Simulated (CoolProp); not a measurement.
The numbers come from the reference Helmholtz-energy equation of state, Span 2003 in CoolProp. It is a short technical equation, of lower accuracy than the large ones.

Q: For n-heptane, give the phase and the Joule-Thomson coefficient (K/MPa), isothermal compressibility (1/MPa), Prandtl number, fugacity coefficient at 347.9 K and 4.47 MPa.

A: 
- 347.9 K and 4.47 MPa: liquid; Joule-Thomson coefficient -0.342, isothermal compressibility 0.00206, Prandtl number 5.63, fugacity coefficient 0.0132

Viscosity comes from a separate model (Michailidou 2014). Thermal conductivity comes from a separate model (Assael 2013).
